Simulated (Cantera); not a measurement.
Input (Python, Cantera) and output of one run.

```python
import numpy as np
import cantera as ct

gas_names = """
    N NO NO2 NO3 N2 N2O O O2 O3 V VN VO VO2
""".split()
cond_names = """
    V(cr) V(L) VN(s) VO(s) VO(L) V2O3(s) V2O3(L) V2O4(I) V2O4(II) V2O4(L) V2O5(s) V2O5(L)
""".split()


def load(file, names, dense=False):
    # The tables refer to 1 bar. Condensed volumes are neglected.
    table = {s.name: s for s in ct.Species.list_from_file(file)}
    out = []
    for n in names:
        d = dict(table[n].input_data)
        d["thermo"] = dict(d["thermo"], **{"reference-pressure": 1e5})
        if dense:
            d["equation-of-state"] = {"model": "constant-volume", "density": "1e6 g/cm^3"}
        out.append(ct.Species.from_dict(d))
    return out


gas = ct.Solution(thermo="ideal-gas", species=load("nasa_gas.yaml", gas_names))
cond = {s.name: ct.Solution(thermo="fixed-stoichiometry", species=[s], name=s.name)
        for s in load("nasa_condensed.yaml", cond_names, dense=True)}
atoms = {
    'V': {'V': 1},
    'O2': {'O': 2},
    'N2': {'N': 2},
}
top_T = {'VN(s)': 2300}  # K; cautious upper limits of use, not melting points


def equilibrate(T, P, feed):
    n = {}
    for name, mol in feed.items():
        for a, k in atoms[name].items():
            n[a] = n.get(a, 0.0) + k * mol
    gas.TPX = T, P, n
    mass = sum(n.values()) * gas.mean_molecular_weight
    gas.equilibrate("TP")
    valid = [c for c in cond.values() if c.min_temp <= T <= top_T.get(c.name, c.max_temp)]
    mix = ct.Mixture([(gas, mass / gas.mean_molecular_weight)] + [(c, 0.0) for c in valid])
    mix.T, mix.P = T, P
    mix.equilibrate("TP", solver="vcs", rtol=1e-11, max_steps=5000)
    return mix


results = []
feed = {'V': 1, 'O2': 3.6, 'N2': 9.3}  # mol
P = 10  # Pa
for T in [1123, 1173, 1223, 1273, 1323, 1373, 1423, 1473, 1523, 1573, 1623]:
    mix = equilibrate(T, P, feed)
    results.append((T, P, feed, dict(zip(mix.species_names, mix.species_moles))))
    x = sorted(zip(gas.X, gas.species_names), reverse=True)
    print(f"T = {T:g} K  P = {P:g} Pa  gas = {mix.phase_moles(0):.4g} mol")
    print("   x: " + "  ".join(f"{s} {v:.3e}" for v, s in x if v > 0.001))
    print("   condensed (mol): " + ("  ".join(f"{mix.phase(i).name} {mix.phase_moles(i):.4g}"
          for i in range(1, mix.n_phases) if mix.phase_moles(i) > 1e-12) or "none"))
```

Output:

```
T = 1123 K  P = 10 Pa  gas = 11.9 mol
   x: N2 7.815e-01  O2 2.184e-01
   condensed (mol): V2O4(II) 0.5
T = 1173 K  P = 10 Pa  gas = 11.9 mol
   x: N2 7.814e-01  O2 2.184e-01
   condensed (mol): V2O4(II) 0.5
T = 1223 K  P = 10 Pa  gas = 11.9 mol
   x: N2 7.814e-01  O2 2.184e-01
   condensed (mol): V2O4(II) 0.5
T = 1273 K  P = 10 Pa  gas = 11.9 mol
   x: N2 7.813e-01  O2 2.183e-01
   condensed (mol): V2O4(II) 0.5
T = 1323 K  P = 10 Pa  gas = 11.9 mol
   x: N2 7.813e-01  O2 2.182e-01
   condensed (mol): V2O4(II) 0.5
T = 1373 K  P = 10 Pa  gas = 11.9 mol
   x: N2 7.812e-01  O2 2.181e-01
   condensed (mol): V2O4(II) 0.4998
T = 1423 K  P = 10 Pa  gas = 11.9 mol
   x: N2 7.810e-01  O2 2.180e-01
   condensed (mol): V2O4(II) 0.4992
T = 1473 K  P = 10 Pa  gas = 11.91 mol
   x: N2 7.805e-01  O2 2.178e-01  NO 1.084e-03
   condensed (mol): V2O4(II) 0.4971
T = 1523 K  P = 10 Pa  gas = 11.92 mol
   x: N2 7.795e-01  O2 2.173e-01  VO2 1.625e-03  NO 1.383e-03
   condensed (mol): V2O4(II) 0.4903
T = 1573 K  P = 10 Pa  gas = 11.96 mol
   x: N2 7.766e-01  O2 2.162e-01  VO2 4.985e-03  NO 1.733e-03
   condensed (mol): V2O4(II) 0.4702
T = 1623 K  P = 10 Pa  gas = 12.08 mol
   x: N2 7.690e-01  O2 2.138e-01  VO2 1.422e-02  NO 2.127e-03
   condensed (mol): V2O4(II) 0.4141
```

Method: chemical equilibrium by Gibbs-energy minimisation in Cantera with the NASA 1993 tables (ideal gas, pure condensed phases). Condensed phases not in the tables: the oxides between V2O3 and V2O5 other than VO2.
